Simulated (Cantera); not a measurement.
An isothermal, constant-pressure homogeneous reactor starts with C2H4 : H2 = 1 : 16 (molar parts), at 1000 K and 5200 Pa.

Computed with Cantera and GRI-Mech 3.0 (53 species, 325 reactions). GRI-Mech 3.0 was tuned for natural gas; its chemistry of ethylene as a main component is partial and can be far from experiment. GRI-Mech 3.0 stops at C3 and has no aromatics, soot or wall deposition, so with more carbon than oxygen in the feed, carbon stays in small species such as C2H2 where larger ones or solid carbon would form.

Task: Predict: x(C2H4) at 300 s; x(H2) at 300 s; x(CH4) at 300 s; x(H) at 300 s; x(CH3) at 300 s.

Result: 
```
Quantity                                            Value
----------------  ---------------------------------------
x(C2H4) at 300 s   0.0353 (gas-phase equilibrium 2.58e-5)
x(H2) at 300 s        0.921 (gas-phase equilibrium 0.875)
x(CH4) at 300 s      0.0376 (gas-phase equilibrium 0.125)
x(H) at 300 s     3.43e-7 (gas-phase equilibrium 9.37e-9)
x(CH3) at 300 s   2.54e-7 (gas-phase equilibrium 2.31e-8)
```
